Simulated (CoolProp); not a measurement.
Properties of nitrous oxide along the isotherm 226.85 °C (Tc = 36.4 °C, pc = 7.245 MPa, ω = 0.161).

Model: reference Helmholtz-energy equation of state, Lemmon 2006, in CoolProp. It is a short technical equation, of lower accuracy than the large ones.

| p (MPa) | phase | density (kg/m³) | cp (kJ/(kg K)) | Joule-Thomson coefficient (K/MPa) | fugacity coefficient |
|---|---|---|---|---|---|
| 0.115 | gas | 1.219 | 1.044 | 3.405 | 0.9990 |
| 0.173 | gas | 1.834 | 1.044 | 3.403 | 0.9985 |
| 0.261 | gas | 2.769 | 1.046 | 3.400 | 0.9978 |
| 0.393 | gas | 4.175 | 1.048 | 3.394 | 0.9967 |
| 0.593 | gas | 6.310 | 1.050 | 3.386 | 0.9950 |
| 0.895 | gas | 9.548 | 1.055 | 3.374 | 0.9924 |
| 1.35 | gas | 14.46 | 1.061 | 3.356 | 0.9886 |
| 2.04 | gas | 21.97 | 1.071 | 3.327 | 0.9829 |
| 3.07 | gas | 33.35 | 1.087 | 3.284 | 0.9744 |
| 4.64 | gas | 51.06 | 1.112 | 3.213 | 0.9619 |
| 6.99 | gas | 78.37 | 1.151 | 3.099 | 0.9438 |
| 10.6 | supercritical | 122.1 | 1.214 | 2.898 | 0.9176 |
| 15.9 | supercritical | 189.2 | 1.311 | 2.545 | 0.8829 |
| 24 | supercritical | 293.1 | 1.437 | 1.920 | 0.8391 |
| 36.2 | supercritical | 431.8 | 1.523 | 1.093 | 0.7959 |
